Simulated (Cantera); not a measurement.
Feed: 1 mol SiH2Cl2, 0.66 mol C2H4, 2.4 mol H2, equilibrated at 1225 K and 1.70 mbar.

These are equilibrium values from Cantera (NASA tables, ideal gas, pure condensed phases), not measurements of a reactor. Candidate condensed phases: C, C6H6, C7H8, C8H18, Si, SiC; 109 gas species. The tables' values for SiCl3 are old estimates; treat these amounts as uncertain. Rates play no part.

Base state: H2 0.655, HCl 0.343, SiCl4 0.00102, SiCl2 0.000858, SiCl3 0.000332, SiHCl3 6.06e-5 (mole fractions); condensed: C(graphite) + SiC(s).

Q: What changes in the equilibrium state with this change: C2H4 from 0.66 to 0.01 mol?

A: 
```csv
species,before,after
H2,0.655,0.716
HCl,0.343,0.159
SiCl2,0.000858,0.0865
SiCl3,0.000332,0.0149
SiCl4,0.00102,0.0202
SiH2Cl2,4.82e-7,5.31e-5
SiHCl3,6.06e-5,0.00283
"C(graphite), mol",0.333,0
"SiC(s), mol",0.987,0.0200
"Si(s), mol",0,0.446
```
Mutual solubility and eutectic melting of coexisting phases are not modelled.

Q: What changes in the equilibrium state with this change: H2 from 2.4 to 330 mol?

A: 
| species | before | after |
|---|---|---|
| H2 | 0.655 | 0.994 |
| HCl | 0.343 | 0.00600 |
| CH4 | 9.57e-6 | 2.21e-5 |
| SiCl4 | 0.00102 | <1e-9 |
| SiCl2 | 0.000858 | 1.73e-7 |
| SiCl3 | 0.000332 | <1e-9 |
| SiHCl3 | 6.06e-5 | <1e-9 |
| C(graphite), mol | 0.333 | 0.313 |
| SiC(s), mol | 0.987 | 1.000 |
